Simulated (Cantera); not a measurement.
A closed system holds: 1 mol SiH2Cl2, 52 mol H2, at 1275 °C and 1.00 bar.

Equilibrium computed with Cantera from the NASA thermochemical tables; the gas is ideal and each condensed phase is pure. Candidate condensed phases: Si; 19 gas species. The tables' values for SiCl3 are old estimates; treat these amounts as uncertain. Equilibrium is a limit: real reactors are often held back by kinetics, nucleation or transport.

Base state: H2 0.967, HCl 0.0298, SiCl2 0.00306, SiCl3 0.000172, SiHCl3 0.000107, SiH2Cl2 6.88e-5, H 3.03e-5, SiCl4 2.69e-5 (mole fractions); condensed: Si(s).

Task: What changes in the equilibrium state with this change: temperature from 1275 °C to 1050 °C?

Result: 
| species | before | after |
|---|---|---|
| H2 | 0.967 | 0.970 |
| HCl | 0.0298 | 0.0258 |
| SiCl2 | 0.00306 | 0.00187 |
| SiCl4 | 2.69e-5 | 0.000582 |
| H | 3.03e-5 | 1.56e-6 |
| SiHCl3 | 0.000107 | 0.00111 |
| Si(s), mol | 0.814 | 0.766 |
